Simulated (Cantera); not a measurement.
Feed: 1 mol Fe3O4, a varied amount of C, 0.49 mol N2, held at 1350 K and 1.00 bar.

These are equilibrium values from Cantera (NASA tables, ideal gas, pure condensed phases), not measurements of a reactor. Candidate condensed phases: C, Fe, Fe(CO)5, FeO, Fe2O3, Fe3O4; 27 gas species. Mutual solubility and eutectic melting of coexisting phases are not modelled. The tables' stoichiometric FeO is somewhat more stable than real wüstite, so its field is too wide. FeO: taken at fixed stoichiometry. The numbers say what is thermodynamically allowed, not how fast it happens.

At 1 mol C, list the 3 most abundant gas species with their mole fractions, and the condensed phases.

CO 0.569, N2 0.329, CO2 0.102. Condensed: Fe(γ) + FeO(s).
